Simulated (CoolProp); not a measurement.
A simple Rankine cycle with R1336mzz(E): condensing at 328.15 K, boiler at 1.53 MPa, turbine inlet 409 K, turbine efficiency 0.6, pump efficiency 0.8, no recuperator. Each further row changes one setting.

The numbers come from the reference Helmholtz-energy equation of state, Akasaka 2023 in CoolProp.

| case | thermal efficiency (%) | net work (kJ/kg) | heat in (kJ/kg) | turbine exit temperature (K) | volume ratio over the turbine |
|---|---|---|---|---|---|
| as stated | (withheld) | 10.4 | 188 | 383.6 | (withheld) |
| condensing temperature 320.15 K | 6.4 | 12.7 | 198 | 379.6 | (withheld) |
| boiler pressure 1.07 MPa | (withheld) | (withheld) | 195 | 393.3 | 2.24 |
| turbine efficiency 0.5 | 4.5 | 8.49 | 188 | 385.6 | 3.41 |

### Question
What belongs in the gaps?

### Answer

- as stated, thermal efficiency (%): 5.5
- as stated, volume ratio over the turbine: 3.38
- condensing temperature 320.15 K, volume ratio over the turbine: 4.29
- boiler pressure 1.07 MPa, thermal efficiency (%): 4.0
- boiler pressure 1.07 MPa, net work (kJ/kg): 7.70
